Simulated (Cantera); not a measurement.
An adiabatic, constant-pressure homogeneous reactor starts with CO : H2 : CH4 : O2 : N2 = 1 : 0.62 : 0.62 : 4.02 : 15.1 (molar parts), equivalence ratio 0.51, at 1425 K and 7500 Torr. Integrator tolerance rtol = 1e-08.

Computed with Cantera and GRI-Mech 3.0 (53 species, 325 reactions).

Task: What does this change do: H2 0.62 to 0.21 parts?

Result: 
| quantity | before | after |
|---|---|---|
| time of steepest temperature rise | 24.9 µs | 67.4 µs |
| temperature at 1.00 s | 2491 K | 2407 K |
| equilibrium temperature | 2491 K | 2407 K |
| x(CO) at 1.00 s | 0.00286 (gas-phase equilibrium 0.00286) | 0.00173 (gas-phase equilibrium 0.00173) |
| x(H2) at 1.00 s | 0.000530 (gas-phase equilibrium 0.000530) | 0.000258 (gas-phase equilibrium 0.000258) |
| x(CH4) at 1.00 s | <1e-12 (gas-phase equilibrium <1e-12) | <1e-12 (gas-phase equilibrium <1e-12) |
| x(H2O2) at 1.00 s | 5.62e-7 (gas-phase equilibrium 5.62e-7) | 3.93e-7 (gas-phase equilibrium 3.93e-7) |
| x(HCN) at 1.00 s | 7.15e-12 (gas-phase equilibrium 7.15e-12) | 1.87e-12 (gas-phase equilibrium 1.87e-12) |
| x(O) at 1.00 s | 0.00131 (gas-phase equilibrium 0.00131) | 0.000904 (gas-phase equilibrium 0.000904) |
